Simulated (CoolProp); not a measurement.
Vapour-liquid equilibrium of toluene (1) + ethylbenzene (2) at 148.25 °C; x and y are mole fractions of (1).

Computed with CoolProp (multi-fluid Helmholtz-energy mixture model, Lemmon 2006 and Zhou 2012; pair parameters Bell 2016).

**Question.** Give the bubble pressure and the first vapour's composition at x = 0.05, 0.65, 0.95. Is there an azeotrope?

**Answer.** x = 0.05: 1.450 bar, y = 0.089; x = 0.65: 2.174 bar, y = 0.770; x = 0.95: 2.576 bar, y = 0.973. No azeotrope shows between x = 0.05 and 0.95.

Pair parameters are fitted to limited data, so mixtures are less certain than the pure fluids.
